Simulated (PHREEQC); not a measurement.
0.051 g of hydrous ferric oxide (600 m²/g; 0.2 weak and 0.005 strong sites per Fe, Dzombak-Morel constants, diffuse double layer) in 1 kg of water with 0.001 mol/kgw of an inert sodium salt and 0.16 mmol/kgw SrCl2 and 0.0093 mmol/kgw MgCl2, at 25 °C; the pH is set by adding NaOH or the inert anion's acid. Oxygen is held at 0.21 atm. The system is closed to CO2. Nothing may precipitate in this run.

The series has 13 steps of pH, from 3 to 9.

Model: ion-association model, wateq4f.dat, run in PHREEQC.

Near which pH is half of the Mg sorbed, and on which side is more sorbed?

Near pH 8.6, with more sorbed at higher pH.

The oxide is taken as insoluble; below pH 4 it would dissolve.
